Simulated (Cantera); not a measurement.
A Cantera script and what it prints.

```python
import numpy as np
import cantera as ct

gas_names = """
    CL CL2 H HCL H2 N NH NH2 NH3 N2 N2H2 N2H4 Si SiCL SiCL2 SiCL3 SiCL4 SiH SiHCL3 SiH2 SiH2CL2 SiH3
    SiH3CL SiH4 SiN Si2 Si2N Si3
""".split()
cond_names = """
    NH4CL(a) NH4CL(b) Si(cr) Si(L) Si3N4(a)
""".split()


# ... load() reads the species with a 1 bar reference pressure and builds the phases ...
atoms = {
    'SiHCl3': {'Si': 1, 'H': 1, 'CL': 3},
    'N2': {'N': 2},
    'H2': {'H': 2},
}
top_T = {'Si3N4(a)': 2400}  # K; cautious upper limits of use, not melting points


# ... equilibrate(T, P, feed) seeds the gas with the atoms and calls Mixture.equilibrate('TP', solver="vcs", rtol=1e-11, max_steps=5000) ...
results = []
feed = {'SiHCl3': 1, 'N2': 0.44, 'H2': 36}  # mol
T = 748.15  # K
P = 13332.2  # Pa
mix = equilibrate(T, P, feed)
results.append((T, P, feed, dict(zip(mix.species_names, mix.species_moles))))
x = sorted(zip(gas.X, gas.species_names), reverse=True)
print(f"T = {T:g} K  P = {P:g} Pa  gas = {mix.phase_moles(0):.4g} mol")
print("   x: " + "  ".join(f"{s} {v:.3e}" for v, s in x if v > 0.001))
print("   condensed (mol): " + ("  ".join(f"{mix.phase(i).name} {mix.phase_moles(i):.4g}"
      for i in range(1, mix.n_phases) if mix.phase_moles(i) > 1e-12) or "none"))
```

Output:

```
T = 748.15 K  P = 13332.2 Pa  gas = 37.66 mol
   x: H2 9.474e-01  HCL 4.360e-02  SiCL4 8.951e-03
   condensed (mol): Si3N4(a) 0.2199
```

These are equilibrium values from Cantera (NASA tables, ideal gas, pure condensed phases), not measurements of a reactor. N2 is the only nitrogen source here; it is nearly inert below about 1500 K, so the nitride shown seldom forms there in practice.
